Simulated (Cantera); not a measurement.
Input: 1 mol Pb, 0.47 mol O₂, 2.4 mol H₂, equilibrated at 1.95 Torr.

Method: chemical equilibrium by Gibbs-energy minimisation in Cantera with the NASA 1993 tables (ideal gas, pure condensed phases). Candidate condensed phases: H₂O, Pb, PbO, PbO₂, Pb₃O₄; 12 gas species. The numbers say what is thermodynamically allowed, not how fast it happens.

x: gas mole fraction; n: condensed amount in mol.

```tsv
T (°C)	x H₂	x H₂O	x Pb	x H	x PbO	x OH	x Pb₂	n Pb(l)
725	0.605	0.389	0.00596	3.28e-8	1.03e-8	(withheld)	1.82e-8	0.986
800	0.591	0.381	0.0281	2.11e-7	1.36e-7	(withheld)	2.44e-7	0.931
875	0.543	0.349	0.108	1.04e-6	1.28e-6	(withheld)	2.30e-6	0.710
950	0.429	0.276	0.294	3.86e-6	7.70e-6	(withheld)	1.16e-5	0
1025	0.429	0.276	0.294	1.38e-5	1.55e-5	(withheld)	8.23e-6	0
1100	0.429	0.276	0.294	4.28e-5	2.90e-5	(withheld)	6.04e-6	0
1175	0.429	0.276	0.294	0.000118	5.07e-5	(withheld)	4.58e-6	0
1250	0.429	0.276	0.294	0.000297	8.41e-5	(withheld)	3.56e-6	0
1325	0.429	0.276	0.294	0.000684	0.000133	(withheld)	2.83e-6	0
```

Task: Some entries are withheld; supply them.

Result: 
- 725, x OH: 4.60e-11
- 800, x OH: 5.08e-10
- 875, x OH: 3.98e-9
- 950, x OH: 2.24e-8
- 1025, x OH: 1.15e-7
- 1100, x OH: 4.92e-7
- 1175, x OH: 1.81e-6
- 1250, x OH: 5.89e-6
- 1325, x OH: 1.71e-5
